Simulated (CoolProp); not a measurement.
Oxygen at 360.46 K and 6.77 MPa flows at 15 m/s in a round tube of 2 mm bore and 1.5 µm roughness, fully developed (64/Re and Nu = 3.66 if laminar; Colebrook and Gnielinski if turbulent). Each further row changes one setting.

Values from CoolProp's reference Helmholtz-energy equation of state, Schmidt 1985.

| case | Reynolds number | Darcy friction factor | pressure drop (Pa/m) | heat-transfer coefficient (W/(m² K)) | mass flow (kg/h) |
|---|---|---|---|---|---|
| as stated | (withheld) | 0.0216 | 88700 | 3300 | 12.4 |
| velocity 30 m/s | 173000 | 0.0202 | 331000 | 6180 | (withheld) |
| diameter 4 mm | 173000 | 0.0184 | (withheld) | (withheld) | 49.4 |

**Question.** What belongs in the gaps?

**Answer.** 
- as stated, Reynolds number: 86600
- velocity 30 m/s, mass flow (kg/h): 24.7
- diameter 4 mm, pressure drop (Pa/m): 37800
- diameter 4 mm, heat-transfer coefficient (W/(m² K)): 2800

Above 300 K oxygen's equation is extrapolated.

Viscosity comes from a separate model (Lemmon 2004). Thermal conductivity comes from a separate model (Lemmon 2004).
